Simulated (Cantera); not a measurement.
What does this Cantera script print?

```python
import numpy as np
import cantera as ct

gas_names = [...]  # 114 gases of nasa_gas.yaml made of C, Fe, H, O
cond_names = """
    C(gr) C6H6(L) C7H8(L) C8H18(L),n-octa Fe(a) Fe(c) Fe(d) Fe(L) FeC5O5(L) FeO(s) FeO(L) Fe(OH)2(s)
    Fe(OH)3(s) Fe2O3(s) Fe3O4(s) H2O(s) H2O(L)
""".split()


# ... load() reads the species with a 1 bar reference pressure and builds the phases ...
atoms = {
    'Fe2O3': {'Fe': 2, 'O': 3},
    'C': {'C': 1},
    'H2': {'H': 2},
    'CO': {'C': 1, 'O': 1},
}
top_T = {'C(gr)': 4500, 'Fe2O3(s)': 1830, 'Fe3O4(s)': 1870}  # K; cautious upper limits of use, not melting points


# ... equilibrate(T, P, feed) seeds the gas with the atoms and calls Mixture.equilibrate('TP', solver="vcs", rtol=1e-11, max_steps=5000) ...
results = []
T = 2473  # K
P = 133.322  # Pa
for m in [0.47, 0.61, 0.8, 1, 1.3, 1.8, 2.3, 3, 3.9, 5, 6.6]:
    feed = {'Fe2O3': 1, 'C': m, 'H2': 0.32, 'CO': 12}  # mol
    mix = equilibrate(T, P, feed)
    results.append((T, P, feed, dict(zip(mix.species_names, mix.species_moles))))

top = {s: max(r[3][s] / sum(r[3][g] for g in gas_names) for r in results) for s in gas_names}
cols = sorted((s for s in top if top[s] > 1e-05), key=lambda s: -top[s])[:9]
seen = [c for c in cond_names if any(r[3].get(c, 0) > 1e-12 for r in results)]
print("log10 of partial pressures in bar; condensed amounts in mol")
print(f"{'n(C)':>10s}" + "".join(f"{s[:9]:>10s}" for s in cols + seen))
for T, P, feed, n in results:
    ng = sum(n[g] for g in gas_names)
    print(f"{feed['C']:10.4g}" + "".join(f"{np.log10(max(n[s] / ng * P / 1e5, 1e-99)):10.3f}" for s in cols)
          + "".join(f"{n.get(c, 0):10.4g}" for c in seen))
```

It prints:

```
log10 of partial pressures in bar; condensed amounts in mol
      n(C)        CO        Fe       CO2         O         H        O2       FeO        OH        H2     C(gr)
      0.47    -3.030    -3.790    -3.933    -4.297    -4.422    -4.799    -5.211    -5.235    -5.540         0
      0.61    -3.025    -3.791    -3.954    -4.323    -4.420    -4.852    -5.239    -5.259    -5.536         0
       0.8    -3.018    -3.793    -3.986    -4.361    -4.417    -4.928    -5.279    -5.295    -5.530         0
         1    -3.010    -3.796    -4.022    -4.405    -4.414    -5.016    -5.325    -5.336    -5.524         0
       1.3    -3.000    -3.799    -4.086    -4.479    -4.409    -5.164    -5.403    -5.405    -5.515         0
       1.8    -2.982    -3.805    -4.226    -4.637    -4.401    -5.480    -5.566    -5.555    -5.499         0
       2.3    -2.966    -3.811    -4.451    -4.878    -4.393    -5.962    -5.813    -5.788    -5.483         0
         3    -2.944    -3.819    -9.179    -9.628    -4.381   -15.462   -10.572   -10.527    -5.459         0
       3.9    -2.945    -3.820   -11.261   -11.710    -4.382   -19.625   -12.654   -12.609    -5.461    0.8832
         5    -2.945    -3.820   -11.261   -11.710    -4.382   -19.625   -12.654   -12.609    -5.461     1.983
       6.6    -2.945    -3.820   -11.261   -11.710    -4.382   -19.625   -12.654   -12.609    -5.461     3.583
```

Equilibrium computed with Cantera from the NASA thermochemical tables; the gas is ideal and each condensed phase is pure.
